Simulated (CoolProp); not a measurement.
The numbers come from the reference Helmholtz-energy equation of state, de Reuck 1993 in CoolProp.

Question: For methanol, give the phase and the density (kg/m³), expansivity (1/kK), viscosity (µPa s) at 367.1 K and 5350 kPa; 436.1 K and 5350 kPa.

Answer: 
- 367.1 K and 5350 kPa: liquid; density 725, expansivity 1.45, viscosity 246
- 436.1 K and 5350 kPa: liquid; density 636, expansivity 2.59, viscosity 128

Viscosity comes from a separate model (Xiang 2006).
